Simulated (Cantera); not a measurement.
## NO annealing gas

An isothermal, constant-pressure homogeneous reactor starts with NO : N2 = 1 : 1.5 (molar parts), at 2073 K and 36000 Pa.

Model: GRI-Mech 3.0 (53 species, 325 reactions), integrated in Cantera.

| t (s) | x NO | x N2O | x N2 | x O | x NO2 |
|---|---|---|---|---|---|
| 2.00e-6 | 0.400 | 2.23e-7 | 0.600 | 2.23e-7 | 8.64e-10 |
| 1.10e-5 | 0.400 | 1.22e-6 | 0.600 | 1.21e-6 | 2.52e-8 |
| 6.03e-5 | 0.400 | 6.46e-6 | 0.600 | 6.37e-6 | 6.35e-7 |
| 0.000331 | 0.400 | 2.95e-5 | 0.600 | 3.41e-5 | 9.64e-6 |
| 0.00182 | 0.399 | 7.11e-5 | 0.600 | 0.000158 | 5.61e-5 |
| 0.0100 | 0.397 | 7.40e-5 | 0.602 | 0.000198 | 7.08e-5 |
| 0.0549 | 0.381 | 6.72e-5 | 0.609 | 0.000259 | 9.29e-5 |
| 0.302 | 0.297 | 3.86e-5 | 0.651 | 0.000467 | 0.000139 |
| 1.66 | 0.0684 | 2.12e-6 | 0.765 | 0.000788 | 5.58e-5 |
| 9.10 | 0.00928 | 3.06e-7 | 0.795 | 0.000850 | 8.21e-6 |
| 50.0 | 0.00903 | 3.05e-7 | 0.795 | 0.000851 | 7.99e-6 |
x: mole fraction; the columns are a selection and need not sum to one.

Equilibrium at this temperature and pressure: NO 0.00903, N2O 3.05e-7, N2 0.795, O 0.000851, NO2 7.99e-6 (gas phase only).
